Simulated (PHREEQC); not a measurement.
Synthetic water in mg/L, 25 °C, pH 6.5, pe 10.6:

```tsv
constituent	mg/L
Na	2.26
K	11.1
Ca	6.87
Mg	1.47
Cl	1.12
S(6) as SO4	13
Alkalinity as HCO3	33
F	0.023
B	0.00672
Li	0.0129
```

Valence states are taken as typed.

The numbers come from PHREEQC with the ion-association model, phreeqc.dat.

| Item | Value |
|---|---|
| ionic strength | 0.00119 mol/kgw |
| charge-balance error | 0.2 % |

```csv
species,molality,activity,log γ
HCO3-,0.000540,0.000519,-0.017
CO2,0.000369,0.000369,0.000
K+,0.000284,0.000273,-0.017
Ca+2,0.000168,0.000144,-0.067
SO4-2,0.000131,0.000112,-0.067
Na+,9.82e-5,9.45e-5,-0.017
Mg+2,5.88e-5,5.05e-5,-0.066
Cl-,3.16e-5,3.04e-5,-0.017
CaSO4,2.87e-6,2.87e-6,0.000
Li+,1.86e-6,1.79e-6,-0.016
MgSO4,1.33e-6,1.33e-6,0.000
```

This is a speciation only: nothing precipitates in the calculation. Complexes and solids missing from the database can't appear. Real BF4- forms and hydrolyses slowly; the run takes it at equilibrium.
